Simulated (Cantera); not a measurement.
Feed: 1 mol SiHCl3, 4.7 mol HCl, 11 mol H2, at 1200 K and 0.150 bar.

Method: chemical equilibrium by Gibbs-energy minimisation in Cantera with the NASA 1993 tables (ideal gas, pure condensed phases). Candidate condensed phases: Si; 19 gas species. The tables' values for SiCl3 are old estimates; treat these amounts as uncertain. Equilibrium is a limit: real reactors are often held back by kinetics, nucleation or transport.

Task: What is the equilibrium state?

Result: 
```json
{
 "x(H2)": "0.711",
 "x(HCl)": "0.229",
 "x(SiCl4)": "0.0526",
 "x(SiHCl3)": "0.00444",
 "x(SiCl3)": "0.00200",
 "x(SiCl2)": "0.000669",
 "x(SiH2Cl2)": "4.91e-5",
 "gas_amount": "16.73 mol",
 "log10 activity of Si(s) (absent)": "-2.42"
}
```
